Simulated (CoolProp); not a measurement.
Vapour-liquid equilibrium of benzene (1) + p-xylene (2) at 304.4 K; x and y are mole fractions of (1).

Values from CoolProp's multi-fluid Helmholtz-energy mixture model, Thol 2012 and Zhou 2012; pair parameters Bell 2016.

```json
[
 {"x": "0.05", "bubble pressure (MPa)": "0.002376", "y at the bubble point": "0.331", "dew pressure at overall composition x (MPa)": "0.001750", "liquid density (mol/L)": "8.137"},
 {"x": "0.15", "bubble pressure (MPa)": "0.003840", "y at the bubble point": "0.630", "dew pressure at overall composition x (MPa)": "0.001931", "liquid density (mol/L)": "8.383"},
 {"x": "0.25", "bubble pressure (MPa)": "0.005356", "y at the bubble point": "0.767", "dew pressure at overall composition x (MPa)": "0.002153", "liquid density (mol/L)": "8.642"},
 {"x": "0.35", "bubble pressure (MPa)": "0.006897", "y at the bubble point": "0.843", "dew pressure at overall composition x (MPa)": "0.002434", "liquid density (mol/L)": "8.914"},
 {"x": "0.45", "bubble pressure (MPa)": "0.008446", "y at the bubble point": "0.892", "dew pressure at overall composition x (MPa)": "0.002800", "liquid density (mol/L)": "9.200"},
 {"x": "0.55", "bubble pressure (MPa)": "0.009988", "y at the bubble point": "0.925", "dew pressure at overall composition x (MPa)": "0.003295", "liquid density (mol/L)": "9.502"},
 {"x": "0.65", "bubble pressure (MPa)": "0.01152", "y at the bubble point": "0.950", "dew pressure at overall composition x (MPa)": "0.004005", "liquid density (mol/L)": "9.821"},
 {"x": "0.75", "bubble pressure (MPa)": "0.01304", "y at the bubble point": "0.968", "dew pressure at overall composition x (MPa)": "0.005111", "liquid density (mol/L)": "10.16"},
 {"x": "0.85", "bubble pressure (MPa)": "0.01455", "y at the bubble point": "0.983", "dew pressure at overall composition x (MPa)": "0.007074", "liquid density (mol/L)": "10.52"},
 {"x": "0.95", "bubble pressure (MPa)": "0.01606", "y at the bubble point": "0.995", "dew pressure at overall composition x (MPa)": "0.01155", "liquid density (mol/L)": "10.90"}
]
```

No azeotrope shows between x = 0.05 and 0.95.

The pair parameters rest on a limited set of measurements; away from them the model extrapolates.
